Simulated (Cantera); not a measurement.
An isothermal plug-flow reactor at 773 K and 1050 Torr (inlet), inlet velocity 3.8 m/s, active area per volume 9000 1/m; feed H2 : O2 : N2 = 0.0026 : 0.056 : 0.79 (molar parts).

Detailed kinetics in Cantera: Deutschmann's 1995 Pt surface mechanism with GRI-Mech 3.0 gas chemistry. Catalytic surfaces can have several steady states; this one follows from the mechanism file's or the stated starting coverage. Mass transfer to the wall is taken as infinitely fast.

x: gas mole fraction; θ: surface coverage.

| z (m) | x H2 | x O2 | x H2O | θ free Pt | θ O* | θ OH* |
|---|---|---|---|---|---|---|
| 5.9e-05 | (withheld) | 0.0656 | 0.000941 | 0.0678 | 0.931 | 0.00159 |
| 0.0001 | (withheld) | 0.0654 | 0.00133 | 0.0584 | 0.940 | 0.00157 |
| 0.00019 | (withheld) | 0.0651 | 0.00187 | 0.0467 | 0.952 | 0.00151 |
| 0.00033 | (withheld) | 0.0649 | 0.00232 | 0.0380 | 0.961 | 0.00144 |
| 0.00059 | (withheld) | 0.0647 | 0.00270 | 0.0317 | 0.967 | 0.00137 |
| 0.001 | (withheld) | 0.0646 | 0.00293 | 0.0284 | 0.970 | 0.00133 |
| 0.0019 | (withheld) | 0.0646 | 0.00305 | 0.0268 | 0.972 | 0.00131 |
| 0.0033 | (withheld) | 0.0646 | 0.00307 | 0.0266 | 0.972 | 0.00130 |
| 0.0059 | (withheld) | 0.0646 | 0.00307 | 0.0266 | 0.972 | 0.00130 |

### Question
Complete the blanks.

### Answer

- 5.9e-05, x H2: 0.00212
- 0.0001, x H2: 0.00173
- 0.00019, x H2: 0.00120
- 0.00033, x H2: 0.000751
- 0.00059, x H2: 0.000369
- 0.001, x H2: 0.000140
- 0.0019, x H2: 1.98e-5
- 0.0033, x H2: 1.02e-6
- 0.0059, x H2: 4.19e-9
